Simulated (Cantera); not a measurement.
Standard-state values (1 bar) from the NASA 1993 polynomials, evaluated with Cantera. Values are per mole of reaction as written; species without (g) are pure solids or liquids, kept so even where they would boil at 1 bar.

Q: Between 300 and 1375 K, where is each reaction favourable under standard conditions?
- 2 Cu(OH)₂ + 3 N(g) ⇌ 3 NO(g) + Cu₂O + 2 H₂(g)

A: 
- 2 Cu(OH)₂ + 3 N(g) ⇌ 3 NO(g) + Cu₂O + 2 H₂(g): ΔG° is -507 kJ at 300 K and -788 kJ at 1375 K; it stays negative (K > 1). ΔH° is -471 kJ and ΔS° 231 J/K at 1375 K.
